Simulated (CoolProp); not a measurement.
Vapour-liquid equilibrium of propylene (1) + R22 (2) at 0.00357 MPa; x and y are mole fractions of (1).

Values from CoolProp's multi-fluid Helmholtz-energy mixture model, Lemmon 2013 and Kamei 1995; pair parameters Bell 2016.

Task: Give the bubble temperature and the first vapour's composition at x = 0.25, 0.45, 0.65. Is there an azeotrope?

Result: x = 0.25: 175.1 K, y = 0.472; x = 0.45: 173.5 K, y = 0.633; x = 0.65: 172.6 K, y = 0.754. No azeotrope shows between x = 0.05 and 0.95.

Pair parameters are fitted to limited data, so mixtures are less certain than the pure fluids.
